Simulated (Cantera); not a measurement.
Adiabatic ignition

An adiabatic, constant-pressure homogeneous reactor starts with 10.9 % CH4, 18.2 % O2, 68.2 % N2, 2.83 % H2O, equivalence ratio 1.2, at 1625 K and 101000 Pa.

Model: GRI-Mech 3.0 (53 species, 325 reactions), integrated in Cantera.

```tsv
t (s)	T (K)	x CH4	x O2	x H2O	x NO	x CH2
2.00e-6	1625	0.109	0.182	0.0283	<1e-12	1.23e-12
6.59e-6	1625	0.109	0.182	0.0283	<1e-12	8.16e-12
2.17e-5	1625	0.109	0.182	0.0283	<1e-12	8.64e-11
7.17e-5	1625	0.108	0.181	0.0284	<1e-12	1.63e-9
0.000236	1633	0.105	0.179	0.0305	1.70e-11	6.16e-8
0.000779	2776	<1e-12	0.0102	0.175	0.00141	<1e-12
0.00257	2777	<1e-12	0.00893	0.176	0.00548	<1e-12
0.00847	2775	<1e-12	0.00868	0.175	0.00649	<1e-12
0.0279	2775	<1e-12	0.00868	0.175	0.00650	<1e-12
0.0920	2775	<1e-12	0.00868	0.175	0.00650	<1e-12
0.303	2775	<1e-12	0.00868	0.175	0.00650	<1e-12
1.00	2775	<1e-12	0.00868	0.175	0.00650	<1e-12
```
x: mole fraction; the columns are a selection and need not sum to one.

```yaml
time_of_steepest_temperature_rise: 0.416 ms
temperature at 1.00 s: 2775 K
equilibrium_temperature: 2775 K
x(CH4) at 1.00 s: <1e-12 (gas-phase equilibrium <1e-12)
x(O2) at 1.00 s: 0.00868 (gas-phase equilibrium 0.00868)
x(H2O) at 1.00 s: 0.175 (gas-phase equilibrium 0.175)
```
